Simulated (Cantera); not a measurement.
An isothermal, constant-pressure homogeneous reactor starts with C₂H₆ : N₂ = 1 : 2.1 (molar parts), at 1423 K and 100.0 Torr. Integrator tolerance rtol = 1e-08.

Model: GRI-Mech 3.0 (53 species, 325 reactions), integrated in Cantera. GRI-Mech 3.0 stops at C3 and has no aromatics, soot or wall deposition, so with more carbon than oxygen in the feed, carbon stays in small species such as C2H2 where larger ones or solid carbon would form.

**Question.** What does this change do: pressure from 100.0 Torr to 10.00 Torr?

**Answer.** 
| quantity | before | after |
|---|---|---|
| x(C₂H₆) at 20.0 s | 7.61e-6 (gas-phase equilibrium 3.25e-6) | 8.35e-6 (gas-phase equilibrium 3.91e-8) |
| x(CH₃) at 20.0 s | 2.48e-5 (gas-phase equilibrium 1.33e-5) | 8.46e-5 (gas-phase equilibrium 4.63e-6) |
| x(C₂H₄) at 20.0 s | 0.00510 (gas-phase equilibrium 0.00416) | 0.000642 (gas-phase equilibrium 0.000470) |
| x(CH₂) at 20.0 s | 4.75e-10 (gas-phase equilibrium 3.02e-10) | 3.19e-9 (gas-phase equilibrium 3.21e-10) |
| x(HCN) at 20.0 s | 1.00e-8 (gas-phase equilibrium 0.103) | 3.51e-8 (gas-phase equilibrium 0.104) |
Radical loss at walls, strong at low pressure, is not modelled.
